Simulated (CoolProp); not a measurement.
Vapour-liquid equilibrium of CF4 (R14) (1) + ethane (2) at 182.8 K; x and y are mole fractions of (1).

Computed with CoolProp (multi-fluid Helmholtz-energy mixture model, Platzer 1990 and Bücker 2006; pair parameters Bell 2016). This equation is an older, rougher fit; its heat capacities, sound speeds and derivatives of the liquid may be far off and weren't checked against measurements.

```json
[
 {"x": "0.05", "bubble pressure, mixture model (MPa)": "…", "bubble pressure, Raoult's law (MPa)": "0.1271", "y, mixture model": "…", "y, Raoult's law": "0.312"},
 {"x": "0.2", "bubble pressure, mixture model (MPa)": "0.5600", "bubble pressure, Raoult's law (MPa)": "0.2323", "y, mixture model": "0.836", "y, Raoult's law": "0.683"},
 {"x": "0.35", "bubble pressure, mixture model (MPa)": "0.6192", "bubble pressure, Raoult's law (MPa)": "0.3376", "y, mixture model": "0.855", "y, Raoult's law": "0.823"},
 {"x": "0.5", "bubble pressure, mixture model (MPa)": "0.6407", "bubble pressure, Raoult's law (MPa)": "0.4428", "y, mixture model": "0.863", "y, Raoult's law": "0.896"},
 {"x": "0.65", "bubble pressure, mixture model (MPa)": "0.6708", "bubble pressure, Raoult's law (MPa)": "0.5481", "y, mixture model": "0.878", "y, Raoult's law": "0.941"},
 {"x": "0.8", "bubble pressure, mixture model (MPa)": "…", "bubble pressure, Raoult's law (MPa)": "0.6533", "y, mixture model": "0.911", "y, Raoult's law": "0.972"},
 {"x": "0.95", "bubble pressure, mixture model (MPa)": "0.7743", "bubble pressure, Raoult's law (MPa)": "0.7585", "y, mixture model": "0.972", "y, Raoult's law": "0.994"}
]
```

Q: Some entries are withheld; supply them.

A: 
- 0.05, bubble pressure, mixture model (MPa): 0.2937
- 0.05, y, mixture model: 0.684
- 0.8, bubble pressure, mixture model (MPa): 0.7173

The largest gap from Raoult's law is +141.1 % in bubble pressure, at x = 0.2. No azeotrope shows between x = 0.05 and 0.95.

The pair parameters rest on a limited set of measurements; away from them the model extrapolates. With so large a gap from Raoult's law the liquid may split in two, which this calculation doesn't test in full.
